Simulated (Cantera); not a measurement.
# Low-pressure radical oxidation in H2/O2

An isothermal, constant-pressure homogeneous reactor starts with H2 : O2 : N2 = 0.0083 : 1 : 3.5 (molar parts), equivalence ratio 0.0042, at 1000 K and 10.00 Torr.

Model: GRI-Mech 3.0 (53 species, 325 reactions), integrated in Cantera. Radical loss at walls, strong at low pressure, is not modelled.

```tsv
t (s)	x H2	x O2	x NO	x H2O2	x NO2	x H2O	x HO2
0.000400	0.00184	0.222	<1e-12	<1e-12	<1e-12	<1e-12	1.59e-12
0.00136	0.00184	0.222	<1e-12	<1e-12	<1e-12	<1e-12	5.43e-12
0.00460	0.00184	0.222	<1e-12	<1e-12	<1e-12	1.25e-11	1.86e-11
0.0156	0.00184	0.222	<1e-12	<1e-12	<1e-12	3.44e-10	6.87e-11
0.0529	0.00184	0.222	<1e-12	<1e-12	<1e-12	3.30e-7	6.17e-9
0.179	2.65e-5	0.221	1.45e-9	7.09e-9	<1e-12	0.00173	5.41e-7
0.609	2.63e-6	0.221	2.81e-9	3.23e-9	<1e-12	0.00182	2.59e-7
2.06	4.34e-7	0.221	3.08e-9	2.54e-9	2.75e-12	0.00183	1.05e-7
7.00	4.67e-8	0.221	3.16e-9	1.19e-9	6.74e-12	0.00184	2.83e-8
```
x: mole fraction; the columns are a selection and need not sum to one.

Equilibrium at this temperature and pressure: H2 2.99e-12, O2 0.221, NO 3.21e-5, H2O2 <1e-12, NO2 2.04e-7, H2O 0.00184, HO2 4.46e-11 (gas phase only).
